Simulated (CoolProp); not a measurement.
Vapour-liquid equilibrium of carbon dioxide (1) + propylene (2) at 1.15 MPa; x and y are mole fractions of (1).

Computed with CoolProp (multi-fluid Helmholtz-energy mixture model, Span 1996 and Lemmon 2013; pair parameters Bell 2016).

```json
[
 {"x": "0.05", "bubble temperature (°C)": "14.2", "y at the bubble point": "0.238", "dew temperature at overall composition x (°C)": "22.7", "liquid density (mol/L)": "12.67"},
 {"x": "0.15", "bubble temperature (°C)": "-2.0", "y at the bubble point": "0.537", "dew temperature at overall composition x (°C)": "18.3", "liquid density (mol/L)": "13.81"},
 {"x": "0.25", "bubble temperature (°C)": "-12.4", "y at the bubble point": "0.688", "dew temperature at overall composition x (°C)": "13.6", "liquid density (mol/L)": "14.83"},
 {"x": "0.35", "bubble temperature (°C)": "-19.1", "y at the bubble point": "0.771", "dew temperature at overall composition x (°C)": "8.6", "liquid density (mol/L)": "15.81"},
 {"x": "0.45", "bubble temperature (°C)": "-23.7", "y at the bubble point": "0.822", "dew temperature at overall composition x (°C)": "3.2", "liquid density (mol/L)": "16.82"},
 {"x": "0.55", "bubble temperature (°C)": "-27.0", "y at the bubble point": "0.858", "dew temperature at overall composition x (°C)": "-2.8", "liquid density (mol/L)": "17.89"},
 {"x": "0.65", "bubble temperature (°C)": "-29.5", "y at the bubble point": "0.887", "dew temperature at overall composition x (°C)": "-9.5", "liquid density (mol/L)": "19.08"},
 {"x": "0.75", "bubble temperature (°C)": "-31.6", "y at the bubble point": "0.914", "dew temperature at overall composition x (°C)": "-17.3", "liquid density (mol/L)": "20.45"},
 {"x": "0.85", "bubble temperature (°C)": "-33.5", "y at the bubble point": "0.943", "dew temperature at overall composition x (°C)": "-26.2", "liquid density (mol/L)": "22.05"},
 {"x": "0.95", "bubble temperature (°C)": "-35.4", "y at the bubble point": "0.978", "dew temperature at overall composition x (°C)": "-33.9", "liquid density (mol/L)": "23.94"}
]
```

No azeotrope shows between x = 0.05 and 0.95.

The pair parameters rest on a limited set of measurements; away from them the model extrapolates.
